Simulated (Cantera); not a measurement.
Charge: 1 mol SiF4, 4.9 mol H2O, 3 mol N2, held at 1000 Pa.

Cantera equilibrium calculation (NASA polynomials, part measured and part estimated; ideal gas, pure solids and liquids). Candidate condensed phases: H2O, Si, SiO2, Si2N2O, Si3N4; 58 gas species. The tables hold silica as quartz up to 1696 K and as liquid above; real silica turns to tridymite and cristobalite and melts near 1996 K. Kinetics and transport are ignored.

x: gas mole fraction; n: condensed amount in mol.

```csv
T (K),x HF,x N2,x H2O,x H2,x O2,n SiO2(β-quartz),n SiO2(condensed)
1273,0.401,0.303,0.295,3.80e-5,1.71e-5,0.992,0
1323,0.402,0.303,0.294,6.88e-5,3.07e-5,0.994,0
1373,0.403,0.303,0.294,0.000120,5.29e-5,0.996,0
1423,0.403,0.303,0.293,0.000200,8.76e-5,0.997,0
1473,0.403,0.303,0.293,?,?,0.998,0
1523,0.403,0.303,0.293,0.000508,0.000218,0.998,0
1573,0.403,0.303,0.292,0.000774,0.000329,0.999,0
1623,0.403,0.303,0.292,0.00115,0.000484,0.999,0
1673,0.403,0.303,0.291,?,?,0.999,0
1723,0.403,0.303,0.290,0.00236,0.000978,0,0.999
1773,0.403,0.302,0.289,0.00328,0.00135,0,1.000
```

Complete the blanks.


- 1473, x H2: 0.000324
- 1473, x O2: 0.000140
- 1673, x H2: 0.00167
- 1673, x O2: 0.000695
